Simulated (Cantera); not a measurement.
Cantera run:

```python
import numpy as np
import cantera as ct

gas_names = [...]  # 114 gases of nasa_gas.yaml made of C, Fe, H, O
cond_names = """
    C(gr) C6H6(L) C7H8(L) C8H18(L),n-octa Fe(a) Fe(c) Fe(d) Fe(L) FeC5O5(L) FeO(s) FeO(L) Fe(OH)2(s)
    Fe(OH)3(s) Fe2O3(s) Fe3O4(s) H2O(s) H2O(L)
""".split()


# ... load() reads the species with a 1 bar reference pressure and builds the phases ...
atoms = {
    'Fe2O3': {'Fe': 2, 'O': 3},
    'CO': {'C': 1, 'O': 1},
    'H2': {'H': 2},
}
top_T = {'C(gr)': 4500, 'Fe2O3(s)': 1830, 'Fe3O4(s)': 1870}  # K; cautious upper limits of use, not melting points


# ... equilibrate(T, P, feed) seeds the gas with the atoms and calls Mixture.equilibrate('TP', solver="vcs", rtol=1e-11, max_steps=5000) ...
results = []
feed = {'Fe2O3': 1, 'CO': 1.1, 'H2': 9.6}  # mol
P = 290  # Pa
for T in [2048, 2098, 2148, 2198, 2248, 2298, 2348]:
    mix = equilibrate(T, P, feed)
    results.append((T, P, feed, dict(zip(mix.species_names, mix.species_moles))))

top = {s: max(r[3][s] / sum(r[3][g] for g in gas_names) for r in results) for s in gas_names}
cols = sorted((s for s in top if top[s] > 0.0001), key=lambda s: -top[s])[:9]
seen = [c for c in cond_names if any(r[3].get(c, 0) > 1e-12 for r in results)]
print("log10 of partial pressures in bar; condensed amounts in mol")
print(f"{'T/K':>10s}" + "".join(f"{s[:9]:>10s}" for s in cols + seen))
for T, P, feed, n in results:
    ng = sum(n[g] for g in gas_names)
    print(f"{T:10.4g}" + "".join(f"{np.log10(max(n[s] / ng * P / 1e5, 1e-99)):10.3f}" for s in cols)
          + "".join(f"{n.get(c, 0):10.4g}" for c in seen))
```

It prints:

```
log10 of partial pressures in bar; condensed amounts in mol
       T/K        H2       H2O        Fe         H        CO        OH       CO2         O       FeO
      2048    -2.833    -3.191    -3.352    -4.066    -3.645    -5.387    -4.680    -6.762    -5.361
      2098    -2.840    -3.195    -3.355    -3.932    -3.647    -5.212    -4.695    -6.451    -5.312
      2148    -2.849    -3.201    -3.359    -3.805    -3.649    -5.046    -4.709    -6.154    -5.267
      2198    -2.860    -3.208    -3.363    -3.684    -3.652    -4.889    -4.723    -5.870    -5.224
      2248    -2.875    -3.219    -3.369    -3.571    -3.657    -4.740    -4.737    -5.598    -5.185
      2298    -2.892    -3.234    -3.377    -3.465    -3.663    -4.600    -4.753    -5.338    -5.149
      2348    -2.914    -3.253    -3.386    -3.365    -3.671    -4.469    -4.770    -5.091    -5.118
```

These are equilibrium values from Cantera (NASA tables, ideal gas, pure condensed phases), not measurements of a reactor.
